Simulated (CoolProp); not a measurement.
A simple Rankine cycle with R1233zd(E): condensing at 303.15 K, boiler at 3.1 MPa, turbine inlet 435.3 K, turbine efficiency 0.75, pump efficiency 0.6, no recuperator. Each further row changes one setting.

Model: reference Helmholtz-energy equation of state, Akasaka 2022, in CoolProp.

| case | thermal efficiency (%) | net work (kJ/kg) | heat in (kJ/kg) | turbine exit temperature (K) | volume ratio over the turbine |
|---|---|---|---|---|---|
| as stated | 15.1 | [?] | 255 | [?] | [?] |
| condensing temperature 295.15 K | 16.2 | [?] | [?] | 330.4 | 36.5 |
| boiler pressure 2.17 MPa | 14.4 | 40.2 | [?] | 361.8 | 15.4 |
| turbine efficiency 0.65 | 12.9 | [?] | 255 | 342.6 | [?] |

**Question.** Complete the blanks.

**Answer.** 
- as stated, net work (kJ/kg): 38.5
- as stated, turbine exit temperature (K): 336.0
- as stated, volume ratio over the turbine: 27.7
- condensing temperature 295.15 K, net work (kJ/kg): 42.6
- condensing temperature 295.15 K, heat in (kJ/kg): 264
- boiler pressure 2.17 MPa, heat in (kJ/kg): 279
- turbine efficiency 0.65, net work (kJ/kg): 32.9
- turbine efficiency 0.65, volume ratio over the turbine: 28.4
